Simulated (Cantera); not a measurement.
A Cantera script and what it prints.

```python
import numpy as np
import cantera as ct

gas_names = """
    TaO2 CO2 N N2O
""".split()
cond_names = """
    TaC(s) TaC(L)
""".split()


# ... load() reads the species with a 1 bar reference pressure and builds the phases ...
species = {s.name: s for s in load("nasa_gas.yaml", gas_names) + load("nasa_condensed.yaml", cond_names)}
# Each term lists the table entries of one substance; the one whose range holds T is used.
reactions = {
    'TaO2(g) + CO2(g) + 8 N(g) = TaC + 4 N2O(g)':
        [(-1, ['TaO2']), (-1, ['CO2']), (-8, ['N']), (1, ['TaC(s)', 'TaC(L)']), (4, ['N2O'])],
}


def pick(names, T):
    return next(species[n] for n in names if species[n].thermo.min_temp <= T <= species[n].thermo.max_temp)


results = []
for label, terms in reactions.items():
    print(label)
    print("     T/K   dH/kJ  dS/(J/K)   dG/kJ   log10 K")
    for T in [300, 750, 850, 950, 1050, 1150, 1250, 1350, 1450, 1550, 1650, 1750]:
        used = [(nu, pick(names, T)) for nu, names in terms]
        dH = sum(nu * s.thermo.h(T) for nu, s in used) / 1e6
        dS = sum(nu * s.thermo.s(T) for nu, s in used) / 1e3
        dG = dH - T * dS / 1e3
        logK = -dG * 1e6 / (ct.gas_constant * T * np.log(10))
        results.append((label, T, dH, dS, dG, logK, [s.name for _, s in used]))
        print(f"{T:8g} {dH:8.1f} {dS:8.1f} {dG:8.1f} {logK:8.2f}")
```

It prints:

```
TaO2(g) + CO2(g) + 8 N(g) = TaC + 4 N2O(g)
     T/K   dH/kJ  dS/(J/K)   dG/kJ   log10 K
     300  -3004.9   -798.4  -2765.4   481.48
     750  -3019.6   -831.1  -2396.3   166.89
     850  -3020.9   -832.8  -2313.1   142.14
     950  -3021.8   -833.7  -2229.7   122.60
    1050  -3022.2   -834.2  -2146.3   106.77
    1150  -3022.4   -834.3  -2062.9    93.70
    1250  -3022.2   -834.2  -1979.5    82.72
    1350  -3021.7   -833.8  -1896.1    73.36
    1450  -3021.0   -833.3  -1812.7    65.30
    1550  -3020.1   -832.7  -1729.4    58.28
    1650  -3018.9   -831.9  -1646.2    52.11
    1750  -3017.5   -831.1  -1563.1    46.65
```

Source: NASA polynomial tables (part measured, part estimated), evaluated in Cantera. TaC: taken at fixed stoichiometry. Condensed species are held in their standard states even where they would react or evaporate.
